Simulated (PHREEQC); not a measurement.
A made-up water analysis in mg/kgw, 61 °C, pH 5.65, pe 12.7:

```json
[
 {"constituent": "Na", "mg/kgw": "0.0721"},
 {"constituent": "K", "mg/kgw": "0.254"},
 {"constituent": "Ca", "mg/kgw": "0.263"},
 {"constituent": "Mg", "mg/kgw": "0.0287"},
 {"constituent": "Cl", "mg/kgw": "0.268"},
 {"constituent": "S(6) as SO4", "mg/kgw": "0.379"},
 {"constituent": "Alkalinity as HCO3", "mg/kgw": "0.592"},
 {"constituent": "B", "mg/kgw": "0.000322"},
 {"constituent": "Si as SiO2", "mg/kgw": "0.0159"},
 {"constituent": "O(0) (dissolved oxygen)", "mg/kgw": "0.00139"},
 {"constituent": "N(5) as NO3", "mg/kgw": "0.000346"},
 {"constituent": "Sr", "mg/kgw": "0.019"}
]
```

Valence states are taken as typed.

The numbers come from PHREEQC with the ion-association model, phreeqc.dat.

Each row changes one thing in this solution. Precipitation was switched off in this run.

```
case                                        CO2 (mol/kgw)  CaSO4 (mol/kgw)  HSO4- (mol/kgw)  CO3-2 (mol/kgw)  SrSO4 (mol/kgw)  SrHCO3+ (mol/kgw)  SI of Quartz (SiO2)
------------------------------------------  -------------  ---------------  ---------------  ---------------  ---------------  -----------------  -------------------
as made                                           5.18e-5          5.48e-9          2.02e-9         3.93e-10         2.28e-10           1.31e-10                -3.07
Sr from 0.019 to 0.038 mg/kgw                     5.18e-5          5.48e-9          2.02e-9         3.93e-10         4.55e-10           2.62e-10                -3.07
pH from 5.65 to 5.5 at the same alkalinity        7.89e-5          5.48e-9          2.86e-9         3.00e-10         2.27e-10           1.42e-10                -3.07
```

At this temperature some constants are extrapolated from 25 °C, and those without enthalpy data are left unchanged.
